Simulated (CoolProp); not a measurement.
Vapour-liquid equilibrium of CF4 (R14) (1) + CHF3 (R23) (2) at 189.9 K; x and y are mole fractions of (1).

Model: multi-fluid Helmholtz-energy mixture model, Platzer 1990 and Penoncello 2003; pair parameters Bell 2016, in CoolProp. This equation is an older, rougher fit; its heat capacities, sound speeds and derivatives of the liquid may be far off and weren't checked against measurements.

Task: Give the bubble pressure and the first vapour's composition at x = 0.05, 0.2, 0.8. Is there an azeotrope?

Result: x = 0.05: 246.0 kPa, y = 0.619; x = 0.2: 562.2 kPa, y = 0.839; x = 0.8: 936.4 kPa, y = 0.936. No azeotrope shows between x = 0.05 and 0.95.

The pair parameters rest on a limited set of measurements; away from them the model extrapolates. With so large a gap from Raoult's law the liquid may split in two, which this calculation doesn't test in full.
